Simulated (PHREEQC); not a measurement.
PHREEQC input (ion-association model, wateq4f.dat):

```
SOLUTION_MASTER_SPECIES
  An  An-  0  An  62.0  # stands for a non-complexing anion
SOLUTION_SPECIES
  An- = An-
    -log_k 0
    -gamma 3.0 0
PHASES
  Fix_H+
    H+ = H+
    -log_k 0
SOLUTION 1
  temp 25
  units mmol/kgw
  pH 7 charge
  As(5) 1.7
  Na 8.4
  Cl 0.034
  Cu(2) 0.017
  An 5
END
SELECTED_OUTPUT 1
  -reset false
  -pH true
  -pe true
  -ionic_strength true
  -water true
  -totals As Cl Cu Na As(3) As(5) Cu(1) Cu(2)
  -molalities Hfo_wOH Hfo_wOH2+ Hfo_wO- Hfo_sOH Hfo_sOH2+ Hfo_sO- Hfo_wH2AsO4 Hfo_wHAsO4- Hfo_wOHAsO4-3 Hfo_sOCu+
    Hfo_wOCu+
  -saturation_indices Cu(OH)2 Atacamite Cu3(AsO4)2:6w Halite
USER_PUNCH 1
  -headings sigma psi
  10 PUNCH EDL("sigma", "Hfo"), EDL("psi", "Hfo")
PRINT
  -reset false
USE solution 1
SURFACE 1
  Hfo_wOH 0.00786517 600 3.5
  Hfo_sOH 0.000196629
EQUILIBRIUM_PHASES 1
  Fix_H+ -3 HAn 10
    -force_equality true
  O2(g) -0.68 10
END
# ... the last block is repeated for the other 12 points of pH, with NaOH or the acid as the point needs
```

Selected output (columns that matter, 13 of 13 rows; pH added in front):

```
pH	mu	As	Cl	Cu	Na	m_Hfo_wOH	m_Hfo_wOH2+	m_Hfo_wO-	si_Cu(OH)2	si_Atacamite	si_Cu3(AsO4)2:6w	si_Halite	sigma	psi
3	0.01202	7.7902e-10	3.3999e-05	1.6905e-05	0.0083997	0.00037004	0.0057944	5.4137e-07	-7.5963	-12.77	-23.822	-8.2237	0.22676	0.1831
3.5	0.010851	5.1876e-10	3.3999e-05	1.6156e-05	0.0083997	0.00082869	0.0053332	2.9498e-06	-6.6083	-11.292	-22.113	-8.2195	0.18894	0.17637
4	0.010124	4.8002e-10	3.3999e-05	1.1668e-05	0.0083997	0.0014604	0.0046934	1.041e-05	-5.7447	-10.064	-20.555	-8.2167	0.14514	0.16463
4.5	0.0095405	6.3379e-10	3.3999e-05	3.4785e-06	0.0083998	0.0020577	0.0040815	2.3766e-05	-5.2661	-9.6053	-19.867	-8.2143	0.1007	0.14745
5	0.0091103	1.128e-09	3.3999e-05	4.7932e-07	0.0083998	0.0024866	0.0036371	3.8945e-05	-5.124	-9.82	-19.94	-8.2126	0.06416	0.1257
5.5	0.008822	2.5051e-09	3.3999e-05	5.332e-08	0.0083998	0.0027583	0.0033523	5.1992e-05	-5.0768	-10.225	-20.12	-8.2113	0.038471	0.10088
6	0.0086382	6.6473e-09	3.3999e-05	5.7262e-09	0.0083998	0.0029238	0.003177	6.1643e-05	-5.0521	-10.675	-20.249	-8.2106	0.021808	0.074178
6.5	0.0085216	2.1412e-08	3.3999e-05	6.7671e-10	0.0083998	0.003026	0.0030682	6.8368e-05	-5.0369	-11.145	-20.332	-8.21	0.011158	0.046377
7	0.0084419	9.0924e-08	3.3999e-05	1.4945e-10	0.0083998	0.0030947	0.0029947	7.326e-05	-5.0263	-11.623	-20.39	-8.2097	0.0038536	0.017999
7.5	0.008376	5.369e-07	3.3999e-05	9.4957e-11	0.0083998	0.0031515	0.002934	7.7552e-05	-5.0174	-12.105	-20.438	-8.2094	-0.0022276	-0.010585
8	0.0083064	3.9968e-06	3.3999e-05	9.0665e-11	0.0083998	0.0032178	0.002866	8.2761e-05	-5.007	-12.584	-20.495	-8.2091	-0.008925	-0.039027
8.5	0.0082334	3.0787e-05	3.3999e-05	9.3538e-11	0.0083999	0.0033396	0.0027612	9.2532e-05	-4.9892	-13.049	-20.608	-8.2088	-0.018037	-0.066693
9	0.0082391	0.00017478	3.4e-05	1.0359e-10	0.0083999	0.0036776	0.0025376	0.0001221	-4.9442	-13.459	-20.946	-8.2088	-0.030779	-0.091624
```

Species that the database lacks are ignored. The database has no arsenate complexes of Cu. The database's constant for dissolved Cu(OH)2 is higher than later reviews accept. The oxide is taken as insoluble; below pH 4 it would dissolve.
